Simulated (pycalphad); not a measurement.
All values are pycalphad results on the COST 507 light-alloy database (1999) (1 atm), not direct measurements. The database dates from 1999; later assessments differ in places, in temperatures and in the compounds included. Amounts are mole fractions of atoms. Kinetics are ignored, which matters at the lower temperatures.

Q: Give the equilibrium state of Si-68.8C (at.%) at 1302 °C.

A: CSI, fraction 0.624, with 50.0 C at.%; graphite, fraction 0.376, with 100 C at.%.

Q: Give the equilibrium state of Si-68.8C (at.%) at 2877 °C.

A: graphite, fraction 0.615, with 100 C at.%; liquid, fraction 0.385, with 19.1 C at.%.

Database names, with the compositions (at.%) that they take in these runs: CSI: Si 50 C 50.
